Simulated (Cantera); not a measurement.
A closed system holds: 1 mol trisilylamine, 0.68 mol NH3, 0.59 mol H2, at 1850 K and 0.580 bar.

These are equilibrium values from Cantera (NASA tables, ideal gas, pure condensed phases), not measurements of a reactor. Candidate condensed phases: Si, Si3N4; 18 gas species. The feed counts by its element totals alone. Mutual solubility and eutectic melting of coexisting phases are not modelled. Gases not in the tables: Si2H6 and higher silanes. The numbers say what is thermodynamically allowed, not how fast it happens.

Base state: H2 0.966, N2 0.0336, H 0.000695, SiH2 4.07e-5, Si 1.11e-5 (mole fractions); condensed: Si(l) + Si3N4(s).

### Question
What changes in the equilibrium state with this change: pressure from 0.580 bar to 13.3 mbar?

### Answer
```csv
species,before,after
H2,0.966,0.875
N2,0.0336,0.121
H,0.000695,0.00436
Si,1.11e-5,0.000484
Si2N,9.06e-7,1.13e-5
SiH,8.25e-6,5.18e-5
SiH2,4.07e-5,3.69e-5
"Si(l), mol",2.06,3.00
"Si3N4(s), mol",0.314,0
```
